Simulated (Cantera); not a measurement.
An isothermal, constant-pressure homogeneous reactor starts with 15.6 % NH3, 84.4 % H2, at 2275 K and 225 Torr.

Detailed kinetics in Cantera: the gas-phase N/H chemistry of the illustrative SiF4/NH3 mechanism in the Surface Chemkin manual (1991). Walls and surfaces, which speed up NH3 decomposition in real reactors, are not modelled.

x: mole fraction; the columns are a selection and need not sum to one.

| t (s) | x NH3 | x H2 | x N2H4 | x N2 | x N |
|---|---|---|---|---|---|
| 4.00e-5 | 0.156 | 0.843 | 8.92e-10 | 3.60e-7 | ? |
| 9.47e-5 | 0.156 | 0.843 | 4.68e-9 | 1.40e-5 | ? |
| 0.000224 | 0.154 | 0.843 | 1.72e-8 | 0.000294 | ? |
| 0.000532 | 0.150 | 0.845 | 2.39e-8 | 0.00212 | 6.04e-6 |
| 0.00126 | 0.139 | 0.851 | 2.18e-8 | 0.00679 | 6.14e-6 |
| 0.00298 | 0.117 | 0.863 | 1.73e-8 | 0.0165 | 6.22e-6 |
| 0.00706 | 0.0778 | 0.885 | 1.01e-8 | 0.0335 | 6.39e-6 |
| 0.0167 | 0.0294 | 0.912 | 2.85e-9 | 0.0545 | 6.92e-6 |
| 0.0396 | 0.00162 | 0.922 | 5.97e-11 | 0.0665 | 7.17e-6 |
| 0.0939 | 6.20e-5 | 0.918 | <1e-12 | 0.0670 | ? |
| 0.222 | 1.64e-5 | 0.918 | <1e-12 | 0.0671 | ? |
| 0.527 | 6.01e-6 | 0.918 | <1e-12 | 0.0671 | ? |
| 1.25 | 2.50e-6 | 0.918 | <1e-12 | 0.0671 | ? |
| 2.96 | 1.25e-6 | 0.918 | <1e-12 | 0.0671 | ? |
| 7.00 | 9.42e-7 | 0.918 | <1e-12 | 0.0671 | ? |

Question: Some entries are withheld; supply them.

Answer: 
- 4.00e-5, x N: 4.12e-8
- 9.47e-5, x N: 5.02e-7
- 0.000224, x N: 3.51e-6
- 0.0939, x N: 9.32e-7
- 0.222, x N: 2.48e-7
- 0.527, x N: 9.09e-8
- 1.25, x N: 3.78e-8
- 2.96, x N: 1.90e-8
- 7.00, x N: 1.43e-8
